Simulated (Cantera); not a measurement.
**Equilibrium for tantalum, niobium, vanadium and zirconium in process gases: V + H2O + H2**

Feed: 1 mol V, 15 mol H2O, a varied amount of H2, at 2550 K and 97.5 Torr.

Method: chemical equilibrium by Gibbs-energy minimisation in Cantera with the NASA 1993 tables (ideal gas, pure condensed phases). Candidate condensed phases: H2O, V, VO, V2O3, V2O4, V2O5; 12 gas species. Kinetics and transport are ignored.

From 6.6 mol H2 to 66 mol H2 nothing is condensed. The main V-bearing gas is VO2 throughout.

```
n(H2) (mol)  log p H2  log p H2O  log p H  log p VO2  log p OH  log p O  log p O2
-----------  --------  ---------  -------  ---------  --------  -------  --------
6.6             -1.34      -1.16    -2.18      -2.26     -2.65    -3.68     -3.88
8               -1.30      -1.18    -2.16      -2.29     -2.70    -3.74     -4.01
9.7             -1.26      -1.21    -2.14      -2.32     -2.75    -3.81     -4.14
12              -1.22      -1.25    -2.12      -2.36     -2.80    -3.88     -4.29
14              -1.20      -1.28    -2.10      -2.39     -2.85    -3.94     -4.41
17              -1.16      -1.32    -2.09      -2.43     -2.90    -4.01     -4.56
21              -1.13      -1.37    -2.07      -2.48     -2.97    -4.09     -4.72
25              -1.11      -1.41    -2.06      -2.53     -3.02    -4.16     -4.86
31              -1.08      -1.47    -2.04      -2.59     -3.10    -4.25     -5.03
37              -1.06      -1.52    -2.03      -2.65     -3.16    -4.32     -5.18
45              -1.04      -1.58    -2.02      -2.71     -3.23    -4.40     -5.34
54              -1.02      -1.64    -2.02      -2.78     -3.30    -4.48     -5.49
66              -1.01      -1.71    -2.01      -2.85     -3.37    -4.56     -5.66
```
log p: log10 of the partial pressure in bar; nothing condenses.
